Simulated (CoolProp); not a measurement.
A simple Rankine cycle with water: condensing at 316.15 K, boiler at 2.71 MPa, turbine inlet 503.5 K, turbine efficiency 0.7, pump efficiency 0.7, no recuperator. Each further row changes one setting.

The numbers come from the reference Helmholtz-energy equation of state, Wagner 2002 in CoolProp.

| case | thermal efficiency (%) | net work (kJ/kg) | heat in (kJ/kg) | turbine exit temperature (K) | volume ratio over the turbine |
|---|---|---|---|---|---|
| as stated | (withheld) | 592 | 2630 | 316.2 | 192 |
| turbine inlet 523.5 K | 22.6 | 608 | (withheld) | 316.2 | 183 |
| condensing temperature 308.15 K | 23.4 | 623 | (withheld) | 308.1 | 285 |
| boiler pressure 1.9 MPa | (withheld) | 573 | 2670 | 316.2 | 132 |
| turbine efficiency 0.6 | 19.3 | 507 | 2630 | 316.2 | 200 |

Question: What belongs in the gaps?

Answer: 
- as stated, thermal efficiency (%): 22.5
- turbine inlet 523.5 K, heat in (kJ/kg): 2690
- condensing temperature 308.15 K, heat in (kJ/kg): 2660
- boiler pressure 1.9 MPa, thermal efficiency (%): 21.4

The expansion ends wet for: as stated; turbine inlet 523.5 K; condensing temperature 308.15 K; boiler pressure 1.9 MPa; turbine efficiency 0.6.
